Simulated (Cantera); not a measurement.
# Adiabatic ignition

An adiabatic, constant-volume homogeneous reactor starts with 5.85 % CO, 0.761 % H2, 8.49 % O2, 84.9 % N2, equivalence ratio 0.39, at 1625 K and 3750 Torr.

Computed with Cantera and GRI-Mech 3.0 (53 species, 325 reactions). The hydrogen kinetics of GRI-Mech 3.0 are dated; newer H2 mechanisms differ, most at raised pressure.

```tsv
t (s)	T (K)	P (bar)	x CO	x H2	x O2	x CO2	x HO2
2.00e-6	1625	5.00	0.0585	0.00761	0.0849	6.82e-7	2.09e-7
5.53e-6	1625	5.00	0.0585	0.00756	0.0848	2.07e-5	4.24e-6
1.53e-5	1685	5.17	0.0505	0.000424	0.0742	0.00817	3.24e-5
4.23e-5	1929	5.84	0.0246	0.000314	0.0610	0.0348	1.75e-5
0.000117	2149	6.43	0.00768	0.000142	0.0554	0.0525	5.14e-6
0.000323	2223	6.63	0.00225	4.44e-5	0.0539	0.0582	1.66e-6
0.000894	2241	6.67	0.000897	2.02e-5	0.0535	0.0596	1.10e-6
0.00247	2241	6.67	0.000801	1.86e-5	0.0534	0.0597	1.07e-6
0.00684	2240	6.67	0.000797	1.85e-5	0.0532	0.0597	1.06e-6
0.0189	2237	6.66	0.000785	1.83e-5	0.0527	0.0597	1.04e-6
0.0523	2231	6.64	0.000764	1.78e-5	0.0517	0.0597	1.01e-6
0.145	2225	6.62	0.000741	1.74e-5	0.0505	0.0598	9.69e-7
0.400	2223	6.62	0.000734	1.73e-5	0.0502	0.0598	9.57e-7
```
x: mole fraction; the columns are a selection and need not sum to one.

```
Item                                                                  Result
---------------------------------  -----------------------------------------
time of steepest temperature rise                                    13.0 µs
temperature at 0.400 s                                                2223 K
equilibrium temperature                                               2223 K
x(CO) at 0.400 s                   0.000734 (gas-phase equilibrium 0.000734)
x(H2) at 0.400 s                     1.73e-5 (gas-phase equilibrium 1.72e-5)
x(O2) at 0.400 s                       0.0502 (gas-phase equilibrium 0.0502)
```
